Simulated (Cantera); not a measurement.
A closed system holds: 1 mol SiO2, 0.2 mol Si, 0.96 mol H2, at 1623 K.

Cantera equilibrium calculation (NASA polynomials, part measured and part estimated; ideal gas, pure solids and liquids). Candidate condensed phases: H2O, Si, SiO2; 18 gas species. Mutual solubility and eutectic melting of coexisting phases are not modelled. The tables hold silica as quartz up to 1696 K and as liquid above; real silica turns to tridymite and cristobalite and melts near 1996 K. Gases not in the tables: Si2H6 and higher silanes. Equilibrium is a limit: real reactors are often held back by kinetics, nucleation or transport.

Task: Which condensed phases are stable at each of these points (P (Pa)): 1, 4.60, 22, 100, 460, 2200, 10000, 46000, 220000, 1000000?

Result: 
| P (Pa) | condensed phases | Si condensed (%) |
|---|---|---|
| 1 | SiO2(β-quartz) | 65.5 |
| 4.60 | SiO2(β-quartz) | 66.4 |
| 22 | SiO2(β-quartz) | 66.6 |
| 100 | SiO2(β-quartz) | 66.7 |
| 460 | SiO2(β-quartz) | 66.7 |
| 2200 | Si(s) + SiO2(β-quartz) | 81.8 |
| 10000 | Si(s) + SiO2(β-quartz) | 96.6 |
| 46000 | Si(s) + SiO2(β-quartz) | 99.3 |
| 220000 | Si(s) + SiO2(β-quartz) | 99.9 |
| 1000000 | Si(s) + SiO2(β-quartz) | 100.0 |

From 1.00e-5 bar to 0.00460 bar the condensed part is SiO2(β-quartz). From 0.0220 bar to 10.0 bar the condensed part is Si(s) + SiO2(β-quartz).
